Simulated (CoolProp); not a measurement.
Nitrogen along the isobar 4.52 MPa: fugacity coefficient from the reference equation and from simpler models built on Tc = -147.0 °C, pc = 3.396 MPa, ω = 0.037; each cubic takes its own stable root.

Model: reference Helmholtz-energy equation of state, Span 2000, in CoolProp.

```tsv
T (°C)	phase	reference	van der Waals	Redlich-Kwong	Soave-Redlich-Kwong	Peng-Robinson
-153.75	liquid	0.4312	0.4942	0.4380	0.4365	0.4186
-131.25	supercritical	?	0.7072	0.7014	0.7048	0.6768
-108.75	supercritical	0.8198	0.8050	?	0.8197	0.7913
-86.35	supercritical	0.8842	0.8632	0.8764	0.8868	0.8601
-63.85	supercritical	0.9252	0.9019	0.9173	0.9297	0.9052
-41.45	supercritical	0.9523	0.9287	0.9443	?	0.9357
-18.95	supercritical	0.9711	0.9480	0.9630	0.9773	0.9572
3.45	supercritical	0.9843	0.9622	0.9762	0.9906	0.9724
25.95	supercritical	0.9938	0.9729	0.9857	1.000	0.9836
48.35	supercritical	1.001	0.9811	0.9926	1.007	0.9918
```

Problem. What belongs in the gaps?

Solution. 
- -131.25, reference: 0.7076
- -108.75, Redlich-Kwong: 0.8123
- -41.45, Soave-Redlich-Kwong: 0.9580
